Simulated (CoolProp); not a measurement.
A simple Rankine cycle with vinyl chloride: condensing at 288.15 K, boiler at 1.52 MPa, turbine inlet 357.2 K, turbine efficiency 0.75, pump efficiency 0.7, no recuperator. Each further row changes one setting.

Model: reference Helmholtz-energy equation of state, Thol 2022, in CoolProp.

```json
[
 {"case": "as stated", "thermal efficiency (%)": "11.7", "net work (kJ/kg)": "?", "heat in (kJ/kg)": "371", "turbine exit temperature (K)": "288.1", "volume ratio over the turbine": "?"},
 {"case": "turbine inlet 377.2 K", "thermal efficiency (%)": "12.0", "net work (kJ/kg)": "47.4", "heat in (kJ/kg)": "395", "turbine exit temperature (K)": "306.1", "volume ratio over the turbine": "4.75"},
 {"case": "condensing temperature 280.15 K", "thermal efficiency (%)": "13.1", "net work (kJ/kg)": "50.1", "heat in (kJ/kg)": "383", "turbine exit temperature (K)": "280.2", "volume ratio over the turbine": "6.16"},
 {"case": "boiler pressure 1.06 MPa", "thermal efficiency (%)": "9.7", "net work (kJ/kg)": "?", "heat in (kJ/kg)": "382", "turbine exit temperature (K)": "303.2", "volume ratio over the turbine": "3.35"},
 {"case": "turbine efficiency 0.65", "thermal efficiency (%)": "10.1", "net work (kJ/kg)": "37.5", "heat in (kJ/kg)": "371", "turbine exit temperature (K)": "290.8", "volume ratio over the turbine": "4.93"}
]
```

Problem. Some entries are withheld; supply them.

Solution. 
- as stated, net work (kJ/kg): 43.5
- as stated, volume ratio over the turbine: 4.82
- boiler pressure 1.06 MPa, net work (kJ/kg): 36.9

The expansion ends wet for: as stated; condensing temperature 280.15 K.
